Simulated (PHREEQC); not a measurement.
0.1 mol of Fluorite (CaF2) is brought to equilibrium with 1 kg of water holding 38 mmol/kgw NaOH, with rising amounts of NH4F, at 25 °C. Oxygen is held at 0.21 atm. CO2 from the air is kept out. Solids allowed: Fluorite. Others were left out.

Model: ion-association model, phreeqc.dat, run in PHREEQC.

Question: Predict pH, dissolved Ca (mol/kgw) at NH4F added (mol) = 0, 0.00208, 0.0208.

Answer: 
| NH4F added (mol) | pH | dissolved Ca (mol/kgw) |
|---|---|---|
| 0 | 12.49 | 0.000291 |
| 0.00208 | 12.47 | 2.14e-5 |
| 0.0208 | 12.15 | 1.96e-7 |
